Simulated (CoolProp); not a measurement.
Properties of hexamethyldisiloxane (MM) at several states (Tc = 518.7 K, pc = 1.931 MPa, ω = 0.418).

Computed with CoolProp (reference Helmholtz-energy equation of state, Thol 2016).

```tsv
T (K)	p (MPa)	phase	Z	isothermal compressibility (1/MPa)
359.4	0.962	liquid	0.07529	0.003832
242.1	0.0639	liquid	0.006306	0.001304
433.3	2.26	liquid	0.1681	0.009500
523.6	1.02	gas	0.7891	1.289
313.6	0.116	liquid	0.009719	0.002450
```
